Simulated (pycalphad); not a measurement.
Source of the numbers: pycalphad with the COST 507 light-alloy database (1999); pressure 1 atm. The database dates from 1999; later assessments differ in places, in temperatures and in the compounds included. Amounts are mole fractions of atoms. Kinetics are ignored, which matters at the lower temperatures.

Give the equilibrium state of Al-2.546Si-6.955Mg (wt.%) at 800 K.


```
T = 800.00 K, P = 101325 Pa, N = 1 mol of atoms
G = -32300 J/mol, H = 12413 J/mol, S = 55.89 J/(mol K)  (SER reference)
chemical potentials (J/mol): Al -30376, Si -43685, Mg -51250
phase             fraction      x(Al)      x(Si)      x(Mg)
FCC_A1              0.9281     0.9686   0.000367     0.0310
MG2SI               0.0719       none     0.3333     0.6667
```

Give the equilibrium state of Al-2.546Si-6.955Mg (wt.%) at 400 K.

fcc, fraction 0.900, with <0.01 Si, 1.8 Mg wt.%; MG2SI, fraction 0.073, with 36.6 Si, 63.4 Mg wt.%; ALMG_BETA, fraction 0.027, with no Si, 36.4 Mg wt.%.

Database names, with the compositions (at.%) that they take in these runs: MG2SI: Mg 67 Si 33; ALMG_BETA: Al 61 Mg 39. FCC_A1 is fcc. An entry "none" or "no" means that the model of the phase leaves that element out.
